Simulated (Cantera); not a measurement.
**Stirred combustor or abatement burner**

A perfectly stirred reactor is fed with 6.68 % CH₄, 21.4 % O₂, 61.9 % N₂, 10.0 % CO₂, at 78000 Pa; it is adiabatic with a 300 K inlet, and is followed from long to short residence time, starting on the burning branch (τ in s: 0.33, 0.13, 0.051, 0.02, 0.0078, 0.003, 0.0012, 0.00046, 0.00018, 7.1e-05, 2.8e-05, 1.1e-05, 4.2e-06).

Model: GRI-Mech 3.0 (53 species, 325 reactions), integrated in Cantera.

```csv
τ (s),T (K),x CH₄,x O₂,x CO₂,x O,x NO,x C₂H₆,x CO
0.33,1733,6.89e-6,0.0800,0.166,8.38e-5,1.09e-5,1.12e-10,0.000390
0.13,1729,1.27e-5,0.0801,0.166,0.000146,9.21e-6,2.76e-10,0.000698
0.051,1722,2.32e-5,0.0803,0.165,0.000259,7.88e-6,6.29e-10,0.00126
0.020,1710,4.25e-5,0.0807,0.164,0.000458,6.50e-6,1.38e-9,0.00227
0.0078,1690,7.99e-5,0.0814,0.162,0.000789,5.26e-6,3.13e-9,0.00400
0.0030,1658,0.000159,0.0828,0.159,0.00129,4.33e-6,8.09e-9,0.00689
0.0012,1609,0.000337,0.0852,0.154,0.00187,3.47e-6,2.64e-8,0.0113
0.00046,1525,0.000970,0.0910,0.144,0.00206,1.96e-6,2.06e-7,0.0195
0.00018,300,0.0668,0.214,0.100,<1e-12,<1e-12,<1e-12,<1e-12
7.1e-5,300,0.0668,0.214,0.100,<1e-12,<1e-12,<1e-12,<1e-12
2.8e-5,300,0.0668,0.214,0.100,<1e-12,<1e-12,<1e-12,<1e-12
1.1e-5,300,0.0668,0.214,0.100,<1e-12,<1e-12,<1e-12,<1e-12
4.2e-6,300,0.0668,0.214,0.100,<1e-12,<1e-12,<1e-12,<1e-12
```
x: mole fraction; the columns are a selection and need not sum to one.
